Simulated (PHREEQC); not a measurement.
Model water analysis in mg/L, 25 °C, pH 6.89, pe 11.8:

| constituent | mg/L |
|---|---|
| Na | 7.35 |
| K | 0.161 |
| Ca | 2.28 |
| Mg | 6.51 |
| Cl | 7.35 |
| S(6) as SO4 | 5.43 |
| Alkalinity as HCO3 | 40.5 |
| Br | 0.0233 |
| O(0) (dissolved oxygen) | 0.00256 |
| Cu(2) | 0.159 |

Valence states are taken as typed.

Equilibrium calculation in PHREEQC: ion-association model, wateq4f.dat.

No solid was allowed to form.

Order these C species by the share of C that they hold, largest first: CO2, HCO3-, MgHCO3+.

HCO3- (78 %), CO2 (22 %), MgHCO3+ (0.20 %)

The pH is 6.89 and the ionic strength 0.00134 mol/kgw. The database's constant for dissolved Cu(OH)2 is higher than later reviews accept.
